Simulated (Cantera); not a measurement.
An isothermal, constant-pressure homogeneous reactor starts with 4.00 % H2, 91.0 % O2, 5.00 % H2O, equivalence ratio 0.022, at 1350 K and 0.0133 bar.

Cantera simulation using GRI-Mech 3.0 (53 species, 325 reactions); the numbers are that mechanism's predictions, not measurements. Radical loss at walls, strong at low pressure, is not modelled. The temperature is held fixed by assumption; the heat of reaction is taken as removed at once.

One state of this run: x H2 = 0.000430; x O2 = 0.897; x H = 0.00109; x H2O2 = 7.86e-8; x OH = 0.00370. x: mole fraction; the columns are a selection and need not sum to one.

Question: Which value of t (s) does it belong to?
A) 0.435
B) 6.97e-5
C) 0.0624
D) 1.00e-5

Answer: C, 0.0624
